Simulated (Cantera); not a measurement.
Source: NASA polynomial tables (part measured, part estimated), evaluated in Cantera. Values are per mole of reaction as written; species without (g) are pure solids or liquids, kept so even where they would boil at 1 bar. TaC: taken at fixed stoichiometry.

Between 300 and 2475 K, where is each reaction favourable under standard conditions?
- 3 C₃H₈(g) + Ta = TaC + 4 C₂H₆(g)
- 3 CH₄(g) + TaC = 4 CH₃(g) + Ta


- 3 C₃H₈(g) + Ta = TaC + 4 C₂H₆(g): ΔG° is -198 kJ at 300 K and -407 kJ at 2475 K; it stays negative (K > 1). ΔH° is -182 kJ and ΔS° 91 J/K at 2475 K.
- 3 CH₄(g) + TaC = 4 CH₃(g) + Ta: ΔG° is 891 kJ at 300 K and 395 kJ at 2475 K; it stays positive (K < 1). ΔH° is 922 kJ and ΔS° 213 J/K at 2475 K.
